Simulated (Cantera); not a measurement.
Input (Python, Cantera):

```python
import numpy as np
import cantera as ct

gas = ct.Solution("gri30.yaml")
gas.TPX = 1048, 13332, {'H2': 0.38, 'O2': 1, 'N2': 0.69}
reactor = ct.IdealGasConstPressureReactor(gas, energy="off", clone=False)
net = ct.ReactorNet([reactor])
net.rtol, net.atol = 1e-08, 1e-18
show = ['H2', 'O2', 'HO2', 'H', 'H2O']
times = np.geomspace(0.0006, 30, 9)

steps = ct.SolutionArray(gas, extra=["t"])
rows = []
print(f"{'t/s':>10s}{'T/K':>9s}{'P/Pa':>11s}" + "".join(f"{s:>11s}" for s in show))
for t in times:
    while net.time < t:
        t_next = net.step()
        steps.append(gas.state, t=t_next)
    rows.append([np.interp(t, steps.t, y) for y in (steps.T, steps.P, *steps(*show).X.T)])
    print(f"{t:10.3e}{rows[-1][0]:9.1f}{rows[-1][1]:11.4g}" + "".join(f"{x:11.3e}" for x in rows[-1][2:]))
rate = np.gradient(steps.T, steps.t)
print("integrator steps:", len(steps.t))
if steps.T.max() > steps.T[0] + 200:
    print(f"time of steepest temperature rise: {steps.t[rate.argmax()]:.4e} s")
gas.TPX = 1048, 13332, {'H2': 0.38, 'O2': 1, 'N2': 0.69}
gas.equilibrate("TP")
print(f"equilibrium (TP): T = {gas.T:.1f} K  " + "  ".join(f"{s} {gas[s].X[0]:.3e}" for s in show))
```

It prints:

```
       t/s      T/K       P/Pa         H2         O2        HO2          H        H2O
 6.000e-04   1048.0  1.333e+04  1.172e-02  4.267e-01  7.974e-05  1.056e-02  1.794e-01
 2.320e-03   1048.0  1.333e+04  6.685e-04  4.308e-01  2.023e-05  2.281e-05  2.012e-01
 8.972e-03   1048.0  1.333e+04  7.752e-05  4.308e-01  3.557e-06  7.390e-07  2.020e-01
 3.469e-02   1048.0  1.333e+04  4.757e-06  4.308e-01  3.860e-07  2.354e-08  2.021e-01
 1.342e-01   1048.0  1.333e+04  1.542e-07  4.308e-01  4.817e-08  1.043e-09  2.021e-01
 5.188e-01   1048.0  1.333e+04  1.291e-08  4.308e-01  9.875e-09  8.952e-11  2.021e-01
 2.006e+00   1048.0  1.333e+04  2.693e-09  4.308e-01  3.064e-09  1.025e-11  2.021e-01
 7.758e+00   1048.0  1.333e+04  6.929e-10  4.309e-01  2.170e-09  1.421e-12  2.021e-01
 3.000e+01   1048.0  1.333e+04  3.151e-10  4.309e-01  2.718e-09  4.186e-13  2.021e-01
integrator steps: 1697
equilibrium (TP): T = 1048.0 K  H2 2.909e-10  O2 4.308e-01  HO2 2.853e-09  H 3.632e-13  H2O 2.021e-01
```

Computed with Cantera and GRI-Mech 3.0 (53 species, 325 reactions). Radical loss at walls, strong at low pressure, is not modelled. The temperature is held fixed by assumption; the heat of reaction is taken as removed at once.
